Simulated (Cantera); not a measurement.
A perfectly stirred reactor is fed with CO : O₂ : H₂O : N₂ = 0.0046 : 0.037 : 0.019 : 1 (molar parts), equivalence ratio 0.062, at 750 Torr; it is held at 1273 K, and followed from long to short residence time.

Detailed kinetics in Cantera: GRI-Mech 3.0 (53 species, 325 reactions).

**Question.** What does this change do: N2 1 to 0.13 parts?

**Answer.** 
```
quantity                 before     after
---------------------  --------  --------
x(CO) at τ = 0.930 s    5.95e-5  0.000142
x(O₂) at τ = 0.930 s     0.0328     0.184
x(H₂O) at τ = 0.930 s    0.0179     0.101
x(OH) at τ = 0.930 s    2.74e-5   6.49e-5
x(HO₂) at τ = 0.930 s   3.31e-7   8.72e-7
x(CO) at τ = 14.0 ms   0.000907   0.00235
x(O₂) at τ = 14.0 ms     0.0332     0.185
x(H₂O) at τ = 14.0 ms    0.0179     0.101
x(OH) at τ = 14.0 ms    9.54e-5  0.000236
x(HO₂) at τ = 14.0 ms   2.89e-6   1.10e-5
```
